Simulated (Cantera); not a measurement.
## Thermodynamics of aluminium nitride and oxide growth, feed AlCl3 + HCl + N2 + H2O

Feed: 1 mol AlCl3, 2 mol HCl, 14 mol N2, 11 mol H2O, at 0.133 bar.

Method: chemical equilibrium by Gibbs-energy minimisation in Cantera with the NASA 1993 tables (ideal gas, pure condensed phases). Candidate condensed phases: Al, AlCl3, AlN, Al2O3, H2O, NH4Cl; 45 gas species. Gases not in the tables: Al(OH)3. Equilibrium is a limit: real reactors are often held back by kinetics, nucleation or transport.

```tsv
T (°C)	log p N2	log p H2O	log p HCl	log p Cl	log p H2	n Al2O3(s)
975	-1.18	-1.35	-1.63	-5.30	-5.46	0.500
1025	-1.18	-1.35	-1.63	-5.06	-5.23	0.500
1075	-1.18	-1.35	-1.63	-4.84	-5.00	0.500
1125	-1.18	-1.35	-1.63	-4.64	-4.79	0.500
1175	-1.18	-1.35	-1.63	-4.46	-4.60	0.500
1225	-1.18	-1.35	-1.63	-4.29	-4.41	0.500
1275	-1.18	-1.35	-1.63	-4.12	-4.23	0.500
1325	-1.18	-1.35	-1.63	-3.97	-4.07	0.500
1375	-1.18	-1.35	-1.63	-3.83	-3.91	0.500
1425	-1.18	-1.35	-1.64	-3.70	-3.76	0.500
1475	-1.18	-1.35	-1.64	-3.58	-3.62	0.500
```
log p: log10 of the partial pressure in bar; n: condensed amount in mol.

From 975 °C to 1475 °C the condensed part is Al2O3(s).
